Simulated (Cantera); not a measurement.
Thermodynamics of hydrogen reduction and annealing atmospheres, feed FeS₂ + H₂ + H₂O

A closed system holds: 1 mol FeS₂, 860 mol H₂, 0.5 mol H₂O, at 13.3 mbar.

Equilibrium computed with Cantera from the NASA thermochemical tables; the gas is ideal and each condensed phase is pure. Candidate condensed phases: Fe, FeO, Fe(OH)₂, Fe(OH)₃, FeS, FeSO₄, FeS₂, Fe₂O₃, Fe₂(SO₄)₃, Fe₃O₄, H₂O, H₂SO₄, S; 22 gas species. Mutual solubility and eutectic melting of coexisting phases are not modelled. FeS: taken at fixed stoichiometry. Gases not in the tables: S₃ to S₇. The numbers say what is thermodynamically allowed, not how fast it happens.

```
T (°C)   x H₂       x H     x H₂S      x Fe      x SH       x S  n FeS(s)  n Fe(α)  n Fe(γ)  n Fe(δ)
------  -----  --------  --------  --------  --------  --------  --------  -------  -------  -------
702     0.998   9.90e-9   0.00116    <1e-12   3.66e-8  1.73e-12      1.00        0        0        0
802     0.998   1.27e-7   0.00192  3.38e-11   3.99e-7  9.58e-11     0.349    0.651        0        0
902     0.997   1.06e-6   0.00232   1.58e-9   2.32e-6   2.15e-9         0    1.000        0        0
1002    0.997   6.37e-6   0.00231   3.96e-8   8.67e-6   2.51e-8         0        0    1.000        0
1102    0.997   2.96e-5   0.00228   6.16e-7   2.65e-5   2.04e-7         0        0    0.999        0
1202    0.997  0.000112   0.00221   6.55e-6   6.83e-5   1.23e-6         0        0    0.994        0
1302    0.997  0.000359   0.00207   5.12e-5  0.000150   5.65e-6         0        0    0.956        0
1402    0.996   0.00100   0.00184  0.000311  0.000283   2.05e-5         0        0        0    0.732
1502    0.994   0.00250   0.00154   0.00116  0.000461   5.96e-5         0        0        0        0
1602    0.990   0.00565   0.00121   0.00116  0.000657  0.000143         0        0        0        0
1702    0.984    0.0118  0.000886   0.00115  0.000827  0.000288         0        0        0        0
1802    0.973    0.0228  0.000612   0.00115  0.000930  0.000497         0        0        0        0
1902    0.955    0.0413  0.000397   0.00114  0.000944  0.000748         0        0        0        0
```
x: gas mole fraction; n: condensed amount in mol.

At 702 °C the condensed part is FeS(s). At 802 °C the condensed part is Fe(α) + FeS(s). At 902 °C the condensed part is Fe(α). From 1002 °C to 1302 °C the condensed part is Fe(γ). At 1402 °C the condensed part is Fe(δ). From 1502 °C to 1902 °C nothing is condensed.
